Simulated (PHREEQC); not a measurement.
Solution (20 °C): 0.2 mol/kgw H2SO4 and 0.0049 mol/kgw CaCl2. Closed to the air; pH follows from the charge balance.

Computed with PHREEQC (ion-association model, phreeqc.dat).

| quantity | before | after |
|---|---|---|
| pH | 0.74 | 1.01 |
| ionic strength (mol/kgw) | 0.269 | 0.147 |

### Question
Which change was made?
A) 0.25 mol/kgw H3PO4 added
B) CaCl2 left out
C) diluted 2-fold with water
D) CaCl2 from 0.0049 to 0.00539 mol/kgw
E) H2SO4 left out

### Answer
C, diluted 2-fold with water

Precipitation was switched off in this run.
